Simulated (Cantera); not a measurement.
## B2O3 + NH3 + N2 (boron, boron nitride and boron oxide)

Charge: 1 mol B2O3, 16 mol NH3, 9.2 mol N2.

Cantera equilibrium calculation (NASA polynomials, part measured and part estimated; ideal gas, pure solids and liquids). Candidate condensed phases: B, BN, B2O3, B3O3H3, H2O; 39 gas species. Mutual solubility and eutectic melting of coexisting phases are not modelled. Equilibrium is a limit: real reactors are often held back by kinetics, nucleation or transport.

Task: Map the stable condensed phases over T = 1025, 1075, 1125, 1175, 1225, 1275, 1325, 1375, 1425, 1475 K and P in Pa = 10, 37, 140, 520, 1900, 7200, 27000, 100000.

Result: 
```
T in K \ P in Pa
             10     37    140    520   1900   7200  27000 100000
   1475       A      A      B      B      B      B      B      B
   1425       A      B      B      B      B      B      B      B
   1375       C      B      B      B      B      B      B      B
   1325       B      B      B      B      B      B      B      B
   1275       B      B      B      B      B      B      B      B
   1225       B      B      B      B      B      B      B      B
   1175       B      B      B      B      B      B      B      B
   1125       B      B      B      B      B      B      B      B
   1075       B      B      B      B      B      B      B      B
   1025       B      B      B      B      B      B      B      B
```
A: gas only; B: BN + B2O3; C: B2O3.
